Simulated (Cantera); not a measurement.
A Cantera script and what it prints.

```python
import numpy as np
import cantera as ct

gas_names = """
    B BH BH2 BH3 BN B2 H H2 N NH NH2 NH3 N2 N2H2 N2H4
""".split()
cond_names = """
    B(b) B(L) BN(s)
""".split()


# ... load() reads the species with a 1 bar reference pressure and builds the phases ...
atoms = {
    'BN': {'B': 1, 'N': 1},
    'H2': {'H': 2},
}
top_T = {'BN(s)': 3200}  # K; cautious upper limits of use, not melting points


# ... equilibrate(T, P, feed) seeds the gas with the atoms and calls Mixture.equilibrate('TP', solver="vcs", rtol=1e-11, max_steps=5000) ...
results = []
feed = {'BN': 1, 'H2': 0.031}  # mol
for P in [1, 7.2, 52, 370, 2700, 19000, 140000, 1000000]:
    for T in [1450, 1525, 1600, 1675, 1750, 1825, 1900, 1975, 2050, 2125, 2200, 2275, 2350]:
        mix = equilibrate(T, P, feed)
        results.append((T, P, feed, dict(zip(mix.species_names, mix.species_moles))))

for T, P, feed, n in results:
    print(f"{T:7g} {P:10.4g}  " + (" + ".join(c for c in cond_names if n.get(c, 0) > 1e-12) or "gas only"))
```

Result:

```
   1450          1  B(b) + BN(s)
   1525          1  B(b) + BN(s)
   1600          1  B(b) + BN(s)
   1675          1  B(b) + BN(s)
   1750          1  B(b) + BN(s)
   1825          1  B(b) + BN(s)
   1900          1  B(b)
   1975          1  B(b)
   2050          1  B(b)
   2125          1  B(b)
   2200          1  B(b)
   2275          1  gas only
   2350          1  gas only
   1450        7.2  B(b) + BN(s)
   1525        7.2  B(b) + BN(s)
   1600        7.2  B(b) + BN(s)
   1675        7.2  B(b) + BN(s)
   1750        7.2  B(b) + BN(s)
   1825        7.2  B(b) + BN(s)
   1900        7.2  B(b) + BN(s)
   1975        7.2  B(b)
   2050        7.2  B(b)
   2125        7.2  B(b)
   2200        7.2  B(b)
   2275        7.2  B(b)
   2350        7.2  B(L)
   1450         52  BN(s)
   1525         52  B(b) + BN(s)
   1600         52  B(b) + BN(s)
   1675         52  B(b) + BN(s)
   1750         52  B(b) + BN(s)
   1825         52  B(b) + BN(s)
   1900         52  B(b) + BN(s)
   1975         52  B(b) + BN(s)
   2050         52  B(b) + BN(s)
   2125         52  B(b)
   2200         52  B(b)
   2275         52  B(b)
   2350         52  B(L)
   1450        370  BN(s)
   1525        370  BN(s)
   1600        370  B(b) + BN(s)
   1675        370  B(b) + BN(s)
   1750        370  B(b) + BN(s)
   1825        370  B(b) + BN(s)
   1900        370  B(b) + BN(s)
   1975        370  B(b) + BN(s)
   2050        370  B(b) + BN(s)
   2125        370  B(b) + BN(s)
   2200        370  B(b) + BN(s)
   2275        370  B(b)
   2350        370  B(L)
   1450       2700  BN(s)
   1525       2700  BN(s)
   1600       2700  BN(s)
   1675       2700  BN(s)
   1750       2700  B(b) + BN(s)
   1825       2700  B(b) + BN(s)
   1900       2700  B(b) + BN(s)
   1975       2700  B(b) + BN(s)
   2050       2700  B(b) + BN(s)
   2125       2700  B(b) + BN(s)
   2200       2700  B(b) + BN(s)
   2275       2700  B(b) + BN(s)
   2350       2700  B(L) + BN(s)
   1450    1.9e+04  BN(s)
   1525    1.9e+04  BN(s)
   1600    1.9e+04  BN(s)
   1675    1.9e+04  BN(s)
   1750    1.9e+04  BN(s)
   1825    1.9e+04  BN(s)
   1900    1.9e+04  BN(s)
   1975    1.9e+04  B(b) + BN(s)
   2050    1.9e+04  B(b) + BN(s)
   2125    1.9e+04  B(b) + BN(s)
   2200    1.9e+04  B(b) + BN(s)
   2275    1.9e+04  B(b) + BN(s)
   2350    1.9e+04  B(L) + BN(s)
   1450    1.4e+05  BN(s)
   1525    1.4e+05  BN(s)
   1600    1.4e+05  BN(s)
   1675    1.4e+05  BN(s)
   1750    1.4e+05  BN(s)
   1825    1.4e+05  BN(s)
   1900    1.4e+05  BN(s)
   1975    1.4e+05  BN(s)
   2050    1.4e+05  BN(s)
   2125    1.4e+05  BN(s)
   2200    1.4e+05  B(b) + BN(s)
   2275    1.4e+05  B(b) + BN(s)
   2350    1.4e+05  B(L) + BN(s)
   1450      1e+06  BN(s)
   1525      1e+06  BN(s)
   1600      1e+06  BN(s)
   1675      1e+06  BN(s)
   1750      1e+06  BN(s)
   1825      1e+06  BN(s)
   1900      1e+06  BN(s)
   1975      1e+06  BN(s)
   2050      1e+06  BN(s)
   2125      1e+06  BN(s)
   2200      1e+06  BN(s)
   2275      1e+06  BN(s)
   2350      1e+06  BN(s)
```

Cantera equilibrium calculation (NASA polynomials, part measured and part estimated; ideal gas, pure solids and liquids). Mutual solubility and eutectic melting of coexisting phases are not modelled.
